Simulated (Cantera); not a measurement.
## Equilibrium for silicon oxide and oxynitride deposition: HMDSO + O₂ + N₂ + N₂O

Charge: 1 mol HMDSO, 1.4 mol O₂, 2.1 mol N₂, 6.3 mol N₂O, held at 580 Pa.

Equilibrium computed with Cantera from the NASA thermochemical tables; the gas is ideal and each condensed phase is pure. Candidate condensed phases: C, C₆H₆, C₇H₈, C₈H₁₈, H₂O, Si, SiC, SiO₂, Si₂N₂O, Si₃N₄; 151 gas species. The feed counts by its element totals alone. The tables hold silica as quartz up to 1696 K and as liquid above; real silica turns to tridymite and cristobalite and melts near 1996 K. Rates play no part.

From 652 °C to 1352 °C the condensed part is SiO₂(β-quartz). From 1452 °C to 1552 °C the condensed part is SiO₂(condensed).

| T (°C) | log p H₂ | log p N₂ | log p CO | log p H₂O | log p SiO | log p H | n SiO₂(β-quartz) | n SiO₂(condensed) |
|---|---|---|---|---|---|---|---|---|
| 652 | -2.65 | -2.68 | -2.83 | -4.97 | <-14 | -10.91 | 2.00 | 0 |
| 752 | -2.65 | -2.68 | -2.83 | -4.88 | <-14 | -9.69 | 2.00 | 0 |
| 852 | -2.65 | -2.68 | -2.83 | -4.81 | -12.94 | -8.68 | 2.00 | 0 |
| 952 | -2.65 | -2.68 | -2.83 | -4.77 | -10.91 | -7.83 | 2.00 | 0 |
| 1052 | -2.66 | -2.68 | -2.83 | -4.74 | -9.18 | -7.11 | 2.00 | 0 |
| 1152 | -2.66 | -2.68 | -2.83 | -4.72 | -7.70 | -6.49 | 2.00 | 0 |
| 1252 | -2.66 | -2.68 | -2.83 | -4.70 | -6.42 | -5.95 | 2.00 | 0 |
| 1352 | -2.66 | -2.68 | -2.83 | -4.62 | -5.36 | -5.48 | 1.98 | 0 |
| 1452 | -2.66 | -2.68 | -2.83 | -4.38 | -4.60 | -5.06 | 0 | 1.90 |
| 1552 | -2.68 | -2.69 | -2.84 | -4.04 | -4.09 | -4.70 | 0 | 1.66 |
log p: log10 of the partial pressure in bar; n: condensed amount in mol.
